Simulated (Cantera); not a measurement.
Cantera run:

```python
import numpy as np
import cantera as ct

gas_names = """
    Electron C C+ C- CO CO+ CO2 CO2+ C2 C2+ C2- C2O C3 C3O2 C4 C5 O O+ O- O2 O2+ O2- O3
""".split()
cond_names = """
    C(gr)
""".split()


# ... load() reads the species with a 1 bar reference pressure and builds the phases ...
atoms = {
    'C': {'C': 1},
    'CO2': {'C': 1, 'O': 2},
}
top_T = {'C(gr)': 4500}  # K; cautious upper limits of use, not melting points


# ... equilibrate(T, P, feed) seeds the gas with the atoms and calls Mixture.equilibrate('TP', solver="vcs", rtol=1e-11, max_steps=5000) ...
results = []
feed = {'C': 1, 'CO2': 1.1}  # mol
P = 3200000  # Pa
for T in [2500, 3000, 3500, 4000, 4500, 5000]:
    mix = equilibrate(T, P, feed)
    results.append((T, P, feed, dict(zip(mix.species_names, mix.species_moles))))

top = {s: max(r[3][s] / sum(r[3][g] for g in gas_names) for r in results) for s in gas_names}
cols = sorted((s for s in top if top[s] > 1e-06), key=lambda s: -top[s])[:8]
seen = [c for c in cond_names if any(r[3].get(c, 0) > 1e-12 for r in results)]
print("log10 of partial pressures in bar; condensed amounts in mol")
print(f"{'T/K':>10s}" + "".join(f"{s[:9]:>10s}" for s in cols + seen))
for T, P, feed, n in results:
    ng = sum(n[g] for g in gas_names)
    print(f"{T:10.4g}" + "".join(f"{np.log10(max(n[s] / ng * P / 1e5, 1e-99)):10.3f}" for s in cols)
          + "".join(f"{n.get(c, 0):10.4g}" for c in seen))
```

Output:

```
log10 of partial pressures in bar; condensed amounts in mol
       T/K        CO       CO2         O        O2         C       C2O
      2500     1.484     0.183    -4.573    -5.469    -9.400    -7.731
      3000     1.484     0.182    -2.727    -3.562    -7.435    -6.843
      3500     1.484     0.168    -1.427    -2.239    -6.005    -6.179
      4000     1.485     0.063    -0.551    -1.447    -4.828    -5.573
      4500     1.485    -0.241    -0.094    -1.281    -3.683    -4.869
      5000     1.485    -0.674     0.078    -1.534    -2.572    -4.109
```

Method: chemical equilibrium by Gibbs-energy minimisation in Cantera with the NASA 1993 tables (ideal gas, pure condensed phases). The ideal-gas law is rough above about 30 bar.
